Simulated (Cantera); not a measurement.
Cantera run:

```python
import numpy as np
import cantera as ct

gas_names = """
    C CN C2 CCN CNC C2N2 C3 C4 C4N2 C5 N N2 Si SiC SiC2 SiN Si2 Si2C Si2N Si3
""".split()
cond_names = """
    C(gr) Si(cr) Si(L) SiC(b) Si3N4(a)
""".split()


# ... load() reads the species with a 1 bar reference pressure and builds the phases ...
atoms = {
    'SiC': {'Si': 1, 'C': 1},
    'C': {'C': 1},
    'N2': {'N': 2},
}
top_T = {'C(gr)': 4500, 'SiC(b)': 3050, 'Si3N4(a)': 2400}  # K; cautious upper limits of use, not melting points


# ... equilibrate(T, P, feed) seeds the gas with the atoms and calls Mixture.equilibrate('TP', solver="vcs", rtol=1e-11, max_steps=5000) ...
results = []
feed = {'SiC': 1, 'C': 0.22, 'N2': 0.036}  # mol
T = 2600  # K
P = 1600  # Pa
mix = equilibrate(T, P, feed)
results.append((T, P, feed, dict(zip(mix.species_names, mix.species_moles))))
print(gas.report(threshold=0.001))
for i in range(1, mix.n_phases):
    print(f"{mix.phase(i).name:16s} {mix.phase_moles(i):12.5e} mol")
```

Output:

```
       temperature   2600 K
          pressure   1600 Pa
           density   0.0022924 kg/m^3
  mean mol. weight   30.972 kg/kmol
   phase of matter   gas

                          1 kg             1 kmol
                     ---------------   ---------------
          enthalpy        7.0981e+06        2.1984e+08  J
   internal energy        6.4001e+06        1.9822e+08  J
           entropy            9827.4        3.0438e+05  J/K
    Gibbs function       -1.8453e+07       -5.7154e+08  J
 heat capacity c_p            1189.4             36838  J/K
 heat capacity c_v            920.93             28523  J/K

                      mass frac. Y      mole frac. X     chem. pot. / RT
                     ---------------   ---------------   ---------------
                CN         0.0012862         0.0015311           -19.518
                N2           0.64703           0.71535           -32.327
                Si           0.16579           0.18283           -8.5109
              SiC2           0.10513          0.062488            -15.22
               SiN         0.0023163         0.0017044           -24.675
               Si2         0.0030619         0.0016883           -17.022
              Si2C          0.073663          0.033463           -20.377
     [  +13 minor]         0.0017278        0.00094211

C(gr)             2.27919e-01 mol
Si(L)             0.00000e+00 mol
SiC(b)            9.84011e-01 mol
```

Method: chemical equilibrium by Gibbs-energy minimisation in Cantera with the NASA 1993 tables (ideal gas, pure condensed phases). The tables' values for SiN are old estimates; treat these amounts as uncertain.
